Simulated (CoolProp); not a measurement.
Fluorine along the isobar 11100 kPa: density (kg/m³) from the reference equation and from simpler models built on Tc = 144.4 K, pc = 5240 kPa, ω = 0.045; each cubic takes its own stable root.

Values from CoolProp's reference Helmholtz-energy equation of state, de Reuck 1990.

```json
[
 {"T (K)": "68.3", "phase": "liquid", "reference": "1631"},
 {"T (K)": "84.4", "phase": "liquid", "reference": "1533"},
 {"T (K)": "100.5", "phase": "liquid", "reference": "1426"},
 {"T (K)": "116.6", "phase": "liquid", "reference": "1306"},
 {"T (K)": "132.7", "phase": "liquid", "reference": "1163"},
 {"T (K)": "148.8", "phase": "supercritical", "reference": "967.8"},
 {"T (K)": "164.9", "phase": "supercritical", "reference": "665.0"},
 {"T (K)": "181", "phase": "supercritical", "reference": "439.1"},
 {"T (K)": "197.1", "phase": "supercritical", "reference": "341.9"},
 {"T (K)": "213.2", "phase": "supercritical", "reference": "288.2"},
 {"T (K)": "229.4", "phase": "supercritical", "reference": "252.8"},
 {"T (K)": "245.5", "phase": "supercritical", "reference": "227.3"},
 {"T (K)": "261.6", "phase": "supercritical", "reference": "207.6"},
 {"T (K)": "277.7", "phase": "supercritical", "reference": "191.7"},
 {"T (K)": "293.8", "phase": "supercritical", "reference": "178.6"}
]
```

Q: How far does each simpler model (van der Waals, Soave-Redlich-Kwong) lie from the reference over these 15 states: mean and median of the absolute difference, and the worst?

A: 
- van der Waals: mean 14.7 %, median 7.4 %, worst -30.8 % at 68.3 K and 11100 kPa
- Soave-Redlich-Kwong: mean 2.4 %, median 1.4 %, worst -7.6 % at 164.9 K and 11100 kPa
